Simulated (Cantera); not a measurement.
An adiabatic, constant-volume homogeneous reactor starts with H2 : O2 : N2 = 1 : 1.32 : 15.8 (molar parts), equivalence ratio 0.38, at 1073 K and 9.87 atm. Integrator tolerance rtol = 1e-08.

Detailed kinetics in Cantera: the H2/O2 subset of GRI-Mech 3.0, which has no nitrogen chemistry. The hydrogen kinetics of GRI-Mech 3.0 are dated; newer H2 mechanisms differ, most at raised pressure.

Question: What does this change do: initial temperature 1073 to 1548 K?

Answer: 
| quantity | before | after |
|---|---|---|
| time of steepest temperature rise | 4.68 ms | 3.63 µs |
| temperature at 0.100 s | 1593 K | 2035 K |
| equilibrium temperature | 1593 K | 2035 K |
| x(H2) at 0.100 s | 4.25e-7 (gas-phase equilibrium 4.25e-7) | 2.77e-5 (gas-phase equilibrium 2.77e-5) |
| x(O2) at 0.100 s | 0.0465 (gas-phase equilibrium 0.0465) | 0.0463 (gas-phase equilibrium 0.0463) |
| x(H2O) at 0.100 s | 0.0567 (gas-phase equilibrium 0.0567) | 0.0564 (gas-phase equilibrium 0.0564) |
| x(H) at 0.100 s | 8.72e-9 (gas-phase equilibrium 8.72e-9) | 3.06e-6 (gas-phase equilibrium 3.06e-6) |
| x(HO2) at 0.100 s | 1.72e-7 (gas-phase equilibrium 1.72e-7) | 1.49e-6 (gas-phase equilibrium 1.49e-6) |
| x(OH) at 0.100 s | 4.46e-5 (gas-phase equilibrium 4.46e-5) | 0.000662 (gas-phase equilibrium 0.000662) |
| x(O) at 0.100 s | 7.61e-7 (gas-phase equilibrium 7.61e-7) | 5.30e-5 (gas-phase equilibrium 5.30e-5) |
